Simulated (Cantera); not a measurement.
# Stirred combustor or abatement burner

A perfectly stirred reactor is fed with CH4 : H2 : O2 : N2 : H2O = 1 : 0.94 : 1.9 : 7.14 : 1.1 (molar parts), at 3.20 bar; it is adiabatic with a 673 K inlet, and is followed from long to short residence time, starting on the burning branch (τ in s: 0.035, 0.018, 0.0094, 0.0049, 0.0025, 0.0013, 0.00069, 0.00036, 0.00019, 9.7e-05, 5.1e-05, 2.6e-05, 1.4e-05).

Model: GRI-Mech 3.0 (53 species, 325 reactions), integrated in Cantera.

```tsv
τ (s)	T (K)	x CH4	x H2	x O2	x O	x N2O
0.035	2220	3.55e-5	0.0523	9.74e-5	1.55e-5	1.42e-8
0.018	2217	4.99e-5	0.0523	0.000152	2.13e-5	1.72e-8
0.0094	2213	6.61e-5	0.0524	0.000237	3.06e-5	2.11e-8
0.0049	2207	8.48e-5	0.0524	0.000367	4.60e-5	2.62e-8
0.0025	2199	0.000108	0.0524	0.000576	7.18e-5	3.26e-8
0.0013	2188	0.000140	0.0526	0.000891	0.000111	3.95e-8
0.00069	2174	0.000186	0.0527	0.00136	0.000167	4.64e-8
0.00036	2156	0.000264	0.0530	0.00210	0.000245	5.27e-8
0.00019	2133	0.000399	0.0534	0.00325	0.000338	5.74e-8
9.7e-5	2102	0.000688	0.0539	0.00532	0.000435	6.00e-8
5.1e-5	2056	0.00143	0.0547	0.00952	0.000466	5.86e-8
2.6e-5	673	0.0828	0.0778	0.157	<1e-12	<1e-12
1.4e-5	673	0.0828	0.0778	0.157	<1e-12	<1e-12
```
x: mole fraction; the columns are a selection and need not sum to one.
